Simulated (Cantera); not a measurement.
A perfectly stirred reactor is fed with 100 % N₂O, at 0.0210 bar; it is held at 1275 K, and followed from long to short residence time.

Computed with Cantera and GRI-Mech 3.0 (53 species, 325 reactions). GRI-Mech 3.0 was tuned for natural gas; its chemistry of N2O as a main component is partial and can be far from experiment. Radical loss at walls, strong at low pressure, is not modelled. The mechanism lacks the step 2 NO + O2 → 2 NO2, which can matter for NO2 below about 1400 K. The temperature is held fixed by assumption; the heat of reaction is taken as removed at once.

### Question
Predict: x(N₂O) at τ = 1.10 s; x(NO) at τ = 1.10 s; x(O₂) at τ = 1.10 s; x(N₂) at τ = 1.10 s; x(NO₂) at τ = 1.10 s; x(N₂O) at τ = 50.0 ms; x(NO) at τ = 50.0 ms; x(O₂) at τ = 50.0 ms; x(N₂) at τ = 50.0 ms; x(NO₂) at τ = 50.0 ms.

### Answer
```json
{
  "x(N₂O) at τ = 1.10 s": "0.925",
  "x(NO) at τ = 1.10 s": "0.00687",
  "x(O₂) at τ = 1.10 s": "0.0216",
  "x(N₂) at τ = 1.10 s": "0.0467",
  "x(NO₂) at τ = 1.10 s": "1.24e-6",
  "x(N₂O) at τ = 50.0 ms": "0.996",
  "x(NO) at τ = 50.0 ms": "0.000335",
  "x(O₂) at τ = 50.0 ms": "0.00106",
  "x(N₂) at τ = 50.0 ms": "0.00228",
  "x(NO₂) at τ = 50.0 ms": "1.29e-8"
}
```
